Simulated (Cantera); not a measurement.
Charge: 1 mol Si, 1.2 mol Br2, 2.8 mol H2, held at 548 K and 1.33 mbar.

Equilibrium computed with Cantera from the NASA thermochemical tables; the gas is ideal and each condensed phase is pure. Candidate condensed phases: Br2, Si; 19 gas species. Rates play no part.

Base state: H2 0.823, SiBr4 0.175, SiHBr3 0.00266, HBr 0.000190, SiH2Br2 1.85e-5 (mole fractions); condensed: Si(s).

### Question
What changes in the equilibrium state with this change: Br2 from 1.2 to 4.2 mol?

### Answer
```json
[
 {"species": "HBr", "before": "0.000190", "after": "0.733"},
 {"species": "SiBr4", "before": "0.175", "after": "0.167"},
 {"species": "H2", "before": "0.823", "after": "0.1000"},
 {"species": "SiHBr3", "before": "0.00266", "after": "7.97e-8"},
 {"species": "SiH2Br2", "before": "1.85e-5", "after": "<1e-9"},
 {"species": "Si(s), mol", "before": "0.398", "after": "0"}
]
```
